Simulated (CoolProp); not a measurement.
Vapour-liquid equilibrium of isopentane (1) + toluene (2) at 113.75 °C; x and y are mole fractions of (1).

Model: multi-fluid Helmholtz-energy mixture model, Lemmon 2006 and Lemmon 2006; pair parameters Bell 2016, in CoolProp.

**Question.** Give the bubble pressure and the first vapour's composition at x = 0.35, 0.5, 0.95. Is there an azeotrope?

**Answer.** x = 0.35: 4.505 bar, y = 0.814; x = 0.5: 5.756 bar, y = 0.877; x = 0.95: 9.159 bar, y = 0.987. No azeotrope shows between x = 0.05 and 0.95.

Pair parameters are fitted to limited data, so mixtures are less certain than the pure fluids.
